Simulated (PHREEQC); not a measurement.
Solution (20 °C): 0.0035 mol/kgw HF and 7.9e-05 mol/kgw NH4HF2. It is in equilibrium with CO2 at log p = -2 (atm). Otherwise closed; pH follows from the charge balance.

Equilibrium calculation in PHREEQC: ion-association model, phreeqc.dat.

Precipitation was switched off in this run.

Task: What pH does the model give?

Result: pH 2.90.

Task: In which forms is F present?

Result: HF 62 %, F- 37 %, HF2- 0.6 % of the F.
